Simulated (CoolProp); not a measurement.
Ammonia along the isobar 15.2 MPa: Z from the reference equation and from simpler models built on Tc = 132.4 °C, pc = 11.36 MPa, ω = 0.256; each cubic takes its own stable root.

Model: reference Helmholtz-energy equation of state, Gao 2020, in CoolProp.

```
T (°C)          phase  reference  van der Waals  Redlich-Kwong  Soave-Redlich-Kwong  Peng-Robinson
------  -------------  ---------  -------------  -------------  -------------------  -------------
-10.85         liquid     0.1793         0.3356         0.2325               0.2257         0.2001
12.65          liquid     0.1723         0.3199         0.2242               0.2168         0.1920
36.15          liquid     0.1678         0.3087         0.2195               0.2117         0.1873
59.65          liquid     0.1658         0.3018         0.2187               0.2106         0.1863
83.15          liquid     0.1670         0.2998         0.2228               0.2148         0.1903
106.65         liquid     0.1733         0.3045         0.2349               0.2280         0.2028
130.15         liquid     0.1932         0.3215         0.2651               0.2638         0.2376
153.65  supercritical     0.3606            ___         0.3828               0.4324         0.4059
177.15  supercritical     0.5751         0.5377         0.5728               0.6211         0.5895
200.65  supercritical     0.6781         0.6435         0.6698               0.7170         0.6854
224.15  supercritical     0.7455         0.7087         0.7330               0.7807         0.7498
247.65  supercritical     0.7943         0.7552            ___               0.8271         0.7974
271.15  supercritical     0.8315         0.7908            ___               0.8627         0.8342
```

**Question.** Fill in the missing entries.

**Answer.** 
- 153.65, van der Waals: 0.3768
- 247.65, Redlich-Kwong: 0.7790
- 271.15, Redlich-Kwong: 0.8144
